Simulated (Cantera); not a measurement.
Charge: 1 mol C, 0.041 mol O2, 0.41 mol N2, equilibrated at 0.140 bar.

Equilibrium computed with Cantera from the NASA thermochemical tables; the gas is ideal and each condensed phase is pure. Candidate condensed phases: C; 24 gas species. Equilibrium is a limit: real reactors are often held back by kinetics, nucleation or transport. All values below are at 1948 K.

Base state: N2 0.833, CO 0.167 (mole fractions); condensed: C(graphite).

Question: What changes in the equilibrium state with this change: C replaced by n-butane?

Answer: 
```json
[
 {"species": "H2", "before": "0", "after": "0.906"},
 {"species": "N2", "before": "0.833", "after": "0.0729"},
 {"species": "CO", "before": "0.167", "after": "0.0149"},
 {"species": "HCN", "before": "0", "after": "0.00307"},
 {"species": "H", "before": "0", "after": "0.00287"},
 {"species": "C(graphite), mol", "before": "0.918", "after": "3.89"}
]
```
Further candidate phases: C6H6, C7H8, C8H18, H2O.

Question: What changes in the equilibrium state with this change: O2 from 0.041 to 0.22 mol?

Answer: 
| species | before | after |
|---|---|---|
| CO | 0.167 | 0.518 |
| N2 | 0.833 | 0.482 |
| C(graphite), mol | 0.918 | 0.560 |
